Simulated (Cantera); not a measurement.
A closed system holds: 1 mol Al(CH₃)₃, 5.2 mol N₂, at 1902 °C and 0.110 bar.

Method: chemical equilibrium by Gibbs-energy minimisation in Cantera with the NASA 1993 tables (ideal gas, pure condensed phases). Candidate condensed phases: Al, AlN, C, C₆H₆, C₇H₈, C₈H₁₈; 97 gas species. The feed counts by its element totals alone. Kinetics and transport are ignored.

Base state: N₂ 0.497, H₂ 0.460, Al 0.0168, HCN 0.0133, H 0.00999, C₂H₂ (acetylene) 0.00103, HNC 0.00101, AlH 0.000743 (mole fractions); condensed: AlN(s) + C(graphite).

What changes in the equilibrium state with this change: pressure from 0.110 bar to 0.000130 bar?


```tsv
species	before	after
N₂	0.497	0.428
H₂	0.460	0.260
H	0.00999	0.218
Al	0.0168	0.0832
HCN	0.0133	0.00926
C₃	1.32e-8	1.11e-5
CN	9.78e-6	0.000264
C₂H	7.20e-7	1.57e-5
AlN(s), mol	0.833	0
C(graphite), mol	2.84	2.86
```
